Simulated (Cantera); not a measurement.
# SiH₄ + HCl + N₂ (silicon epitaxy and polysilicon growth)

Input: 1 mol SiH₄, 0.19 mol HCl, 35 mol N₂, held at 827 °C and 0.100 bar.

These are equilibrium values from Cantera (NASA tables, ideal gas, pure condensed phases), not measurements of a reactor. Candidate condensed phases: NH₄Cl, Si, Si₃N₄; 28 gas species. N₂ is the only nitrogen source here; it is nearly inert below about 1500 K, so the nitride shown seldom forms there in practice. Equilibrium is a limit: real reactors are often held back by kinetics, nucleation or transport.

x(N₂): 0.940
x(H₂): 0.0548
x(HCl): 0.00520
n(Si₃N₄(s)): 0.333 mol
gas amount: 36.52 mol
log10 activity of Si(s) (absent): -5.33
